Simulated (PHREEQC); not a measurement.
Solution (20 °C): 2.1 mmol/kgw KH2PO4, 16 mmol/kgw Na2HPO4 and 12 mmol/kgw NaCl. Closed to the air; pH follows from the charge balance.

Model: ion-association model, wateq4f.dat, run in PHREEQC.

```
quantity                    before    after
------------------------  --------  -------
pH                            7.82     7.96
ionic strength (mol/kgw)    0.0609   0.0839
H2PO4- (mol/kgw)           0.00210  0.00210
NaHPO4- (mol/kgw)         0.000571  0.00105
KHPO4- (mol/kgw)           2.69e-5  3.59e-5
```

Question: What was changed between the two runs?
(A) Na2HPO4 replaced by NaH2PO4 at the same molality
(B) Na2HPO4 from 0.016 to 0.024 mol/kgw
(C) temperature from 20 to 80 °C
(D) KH2PO4 from 0.0021 to 0.00042 mol/kgw
(E) temperature from 20 to 75 °C

Answer: B, Na2HPO4 from 0.016 to 0.024 mol/kgw

This is a speciation only: nothing precipitates in the calculation. H3PO4, which wateq4f.dat lacks, is added to it with the constant of phreeqc.dat.
